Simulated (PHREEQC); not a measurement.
A solution holds 0.24 mol Cu(NO3)2, 0.039 mol H2SO4 and 0.025 mol Na2SO4 per kg of water, at 30 °C. Closed to the air; pH follows from the charge balance.

Model: ion-association model, phreeqc.dat, run in PHREEQC.

| Item | Result |
|---|---|
| pH | 1.36 |
| ionic strength | 0.769 mol/kgw |
| activity of water | 0.985 |
| density | 1.037 g/cm³ |
| total alkalinity | -78.0 meq/kg |

| species | molality | activity | log γ |
|---|---|---|---|
| NO3- | 0.480 | 0.275 | -0.242 |
| Cu+2 | 0.214 | 0.0469 | -0.660 |
| H+ | 0.0585 | 0.0439 | -0.125 |
| Na+ | 0.0492 | 0.0353 | -0.144 |
| CuSO4 | 0.0256 | 0.0305 | 0.077 |
| HSO4- | 0.0194 | 0.0147 | -0.122 |
| SO4-2 | 0.0181 | 0.00308 | -0.769 |
| NaSO4- | 0.000844 | 0.000562 | -0.176 |
| CuOH+ | 1.71e-8 | 1.05e-8 | -0.209 |

No solid was allowed to form. Ionic strength above about 0.7 mol/kgw puts this run outside the model's range. Species that the database lacks are ignored.
